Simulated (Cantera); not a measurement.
Input: 1 mol CH₃Cl, 0.018 mol CH₄, 0.1 mol H₂, equilibrated at 1698.15 K and 0.360 bar.

Method: chemical equilibrium by Gibbs-energy minimisation in Cantera with the NASA 1993 tables (ideal gas, pure condensed phases). Candidate condensed phases: C, C₆H₆, C₇H₈, C₈H₁₈; 91 gas species. The numbers say what is thermodynamically allowed, not how fast it happens.

Base state: H₂ 0.532, HCl 0.468, H 0.000176, Cl 0.000120, CH₄ 0.000112, C₂H₂ (acetylene) 3.84e-5 (mole fractions); condensed: C(graphite).

Question: What changes in the equilibrium state with this change: temperature from 1698.15 K to 2500 K?

Answer: 
```
species             before    after
----------------  --------  -------
H₂                   0.532    0.508
HCl                  0.468    0.439
H                 0.000176   0.0299
Cl                0.000120   0.0182
C₂H                  <1e-9  2.32e-5
C₄H₂               1.08e-9  2.45e-5
C₂HCl              5.68e-8  5.44e-5
C₂H₂ (acetylene)   3.84e-5  0.00549
Cl₂                1.44e-7  1.02e-5
C(graphite), mol      1.02    0.993
```

Question: What changes in the equilibrium state with this change: CH₃Cl replaced by CH₃F?

Answer: 
```tsv
species	before	after
H₂	0.532	0.531
HF	0	0.468
H	0.000176	0.000176
HCl	0.468	0
Cl	0.000120	0
CH₄	0.000112	0.000112
C₂H₂ (acetylene)	3.84e-5	3.84e-5
C(graphite), mol	1.02	1.02
```

Question: What changes in the equilibrium state with this change: CH₃Cl replaced by c-C₄F₈?

Answer: 
| species | before | after |
|---|---|---|
| CF₄ | 0 | 0.875 |
| HF | 0 | 0.123 |
| CF₂ | 0 | 0.000903 |
| H₂ | 0.532 | 1.32e-9 |
| HCl | 0.468 | 0 |
| CF₃ | 0 | 0.000305 |
| Cl | 0.000120 | 0 |
| CH₄ | 0.000112 | <1e-9 |
| C(graphite), mol | 1.02 | 2.08 |
The feed counts by its element totals alone. Gases not in the tables: C₂F₆ and larger saturated fluorocarbons.
